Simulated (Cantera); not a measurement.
A closed system holds: 1 mol SF6, 0.36 mol O2, at 3025 K and 270 Pa.

Method: chemical equilibrium by Gibbs-energy minimisation in Cantera with the NASA 1993 tables (ideal gas, pure condensed phases). Candidate condensed phases: S; 25 gas species. The numbers say what is thermodynamically allowed, not how fast it happens.

Task: What is the equilibrium state?

Result: 
```json
{
 "x(F)": "0.790",
 "x(S)": "0.116",
 "x(O)": "0.0781",
 "x(SO)": "0.0139",
 "x(O2)": "0.00108",
 "x(S2)": "0.000492",
 "x(SO2)": "0.000344",
 "x(SF)": "0.000325",
 "x(FO)": "1.10e-6",
 "gas_amount": "7.595 mol",
 "log10 activity of S(l) (absent)": "-4.82"
}
```
